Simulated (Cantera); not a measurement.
Input: 1 mol SiH2Cl2, 1.4 mol N2, equilibrated at 1948 K and 1.33 mbar.

These are equilibrium values from Cantera (NASA tables, ideal gas, pure condensed phases), not measurements of a reactor. Candidate condensed phases: NH4Cl, Si, Si3N4; 28 gas species. The tables' values for SiCl, SiCl3, SiN are old estimates; treat these amounts as uncertain. Gases not in the tables: Si2H6 and higher silanes. Rates play no part.

Base state: N2 0.399, H2 0.211, SiCl2 0.211, HCl 0.132, Si 0.0174, H 0.0142, SiCl 0.00704, Cl 0.00668 (mole fractions); condensed: Si(l).

**Question.** What changes in the equilibrium state with this change: SiH2Cl2 replaced by trisilylamine?

**Answer.** 
```
species       before     after
----------  --------  --------
H2             0.211     0.669
N2             0.399     0.288
H             0.0142    0.0253
SiCl2          0.211         0
HCl            0.132         0
Si            0.0174    0.0174
SiCl         0.00704         0
Cl           0.00668         0
SiCl3       0.000615         0
SiH2         1.66e-5   5.24e-5
SiH         0.000225  0.000400
Si(l), mol     0.168      2.88
```
The feed counts by its element totals alone. The tables' values for SiN are old estimates; treat these amounts as uncertain.

**Question.** What changes in the equilibrium state with this change: temperature from 1948 K to 1448 K?

**Answer.** 
```json
[
 {"species": "N2", "before": "0.399", "after": "0.355"},
 {"species": "HCl", "before": "0.132", "after": "0.292"},
 {"species": "H2", "before": "0.211", "after": "0.182"},
 {"species": "SiCl2", "before": "0.211", "after": "0.153"},
 {"species": "Si", "before": "0.0174", "after": "2.33e-7"},
 {"species": "H", "before": "0.0142", "after": "0.000108"},
 {"species": "SiCl3", "before": "0.000615", "after": "0.0135"},
 {"species": "Si2", "before": "0.000159", "after": "<1e-9"},
 {"species": "Si2N", "before": "0.000164", "after": "1.23e-9"},
 {"species": "Si3", "before": "3.49e-5", "after": "<1e-9"},
 {"species": "SiH", "before": "0.000225", "after": "1.46e-8"},
 {"species": "Si(l), mol", "before": "0.168", "after": "0"},
 {"species": "Si3N4(s), mol", "before": "0", "after": "0.160"}
]
```
N2 is the only nitrogen source here; it is nearly inert below about 1500 K, so the nitride shown seldom forms there in practice. The tables' values for SiCl3 are old estimates; treat these amounts as uncertain.
